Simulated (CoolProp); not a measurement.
Saturation properties of c-C4F8 (RC318).

Model: reference Helmholtz-energy equation of state, Platzer 1990, in CoolProp. This equation is an older, rougher fit; its heat capacities, sound speeds and derivatives of the liquid may be far off and weren't checked against measurements.

| T (K) | p (kPa) | liquid density (kg/m³) | enthalpy of vaporisation (kJ/kg) | vapour Z | liquid conductivity (mW/(m K)) |
|---|---|---|---|---|---|
| 248.9 | 44.45 | 1678 | 123.2 | 0.9765 | 76.4 |
| 252.7 | 53.39 | 1665 | 121.9 | 0.9730 | 75.6 |
| 256.4 | 63.41 | 1653 | 120.6 | 0.9692 | 74.9 |
| 260.2 | 75.21 | 1640 | 119.3 | 0.9650 | 74.1 |
| 264 | 88.68 | 1626 | 117.9 | 0.9604 | 73.3 |
| 267.8 | 104.0 | 1613 | 116.5 | 0.9554 | 72.5 |
| 271.5 | 120.8 | 1600 | 115.2 | 0.9501 | 71.7 |
| 275.3 | 140.2 | 1586 | 113.7 | 0.9443 | 70.8 |
| 279.1 | 161.9 | 1572 | 112.2 | 0.9380 | 69.9 |
| 282.9 | 186.1 | 1558 | 110.7 | 0.9313 | 69.0 |
| 286.6 | 212.3 | 1544 | 109.2 | 0.9243 | 68.1 |

It boils at 267.2 K under 1 atm.

Thermal conductivity comes from a separate model (Huber 2003), an estimate that may be off by 10 % or more.
